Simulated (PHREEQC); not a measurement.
A PHREEQC input (ion-association model, phreeqc.dat):

```
SOLUTION 1
  temp 25
  units mg/L
  pH 7.36
  pe 8.5
  Na 246
  K 44.6
  Ca 191
  Mg 45.3
  Cl 172
  S(6) 307 as SO4
  Alkalinity 824 as HCO3
  F 0.257
END
USE solution 1
EQUILIBRIUM_PHASES 1
  Quartz 0 0.5
  Fluorite 0 0
  CO2(g) 2 10
END
```

The run finishes without an error or a warning.

Its last state differs from that of the intended input:

| quantity | as run | intended |
|---|---|---|
| pH | 4.21 | 7.85 |
| ionic strength (mol/kgw) | 0.0309 | 0.0305 |
| CO2 (mol/kgw) | 1.57 | 0.000338 |
| CaCO3 (mol/kgw) | 3.02e-8 | 0.000123 |
| CO3-2 (mol/kgw) | 1.61e-8 | 6.71e-5 |
| MgCO3 (mol/kgw) | 6.61e-9 | 2.73e-5 |
| SI of Gypsum (CaSO4:2H2O) | -1.02 | -1.00 |

Task: One thing in the input isn't as intended. What explains the difference?

Result: Several could match; the one computed here: The fault: the CO2 pressure typed with the wrong sign of its logarithm. The line should read `CO2(g) -2` where the input has `CO2(g) 2`.
